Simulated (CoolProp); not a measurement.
The fluid at 293.15 K and 0.798 MPa flows at 0.51 m/s in a round tube of 20 mm bore and 15 µm roughness, fully developed (64/Re and Nu = 3.66 if laminar; Colebrook and Gnielinski if turbulent). The same conditions are run with several fluids, on thermodynamics alone (safety and materials aside).

Values from CoolProp's reference Helmholtz-energy equation of state of each fluid (methane: Setzmann 1991; sulfur hexafluoride: Guder 2009; C2F6 (R116): Lemmon 2006; CH2F2 (R32): Tillner-Roth 1997; R410A: Lemmon 2003). Blends and air are pseudo-pure fits.

```tsv
fluid	Reynolds number	Darcy friction factor	pressure drop (Pa/m)	heat-transfer coefficient (W/(m² K))	mass flow (kg/h)
methane	4880	0.0385	1.33	28.0	3.07
sulfur hexafluoride	35800	0.0246	8.52	62.7	30.7
C2F6 (R116)	36500	0.0245	7.95	69.5	28.8
CH2F2 (R32)	14800	0.0293	3.65	35.7	11.1
R410A	21300	0.0271	4.76	45.8	15.6
```

Transport values come from each fluid's own correlations; those of C2F6 (R116), CH2F2 (R32) are estimates that may be off by 10 % or more.
